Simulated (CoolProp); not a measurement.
R152A at 293.15 K and 0.355 MPa is throttled through a valve to 0.0757 MPa with no heat exchange. Each further row changes one setting.

Computed with CoolProp (reference Helmholtz-energy equation of state, Outcalt 1996). It is a modified Benedict-Webb-Rubin equation, recast in Helmholtz form.

```
case                        temperature change (K)  final density (kg/m³)
--------------------------  ----------------------  ---------------------
as stated                               (withheld)             (withheld)
outlet pressure 0.0227 MPa              (withheld)                  0.642
outlet pressure 0.0984 MPa                    -8.2                   2.81
```

Problem. Complete the blanks.

Solution. 
- as stated, temperature change (K): -8.9
- as stated, final density (kg/m³): 2.16
- outlet pressure 0.0227 MPa, temperature change (K): -10.7
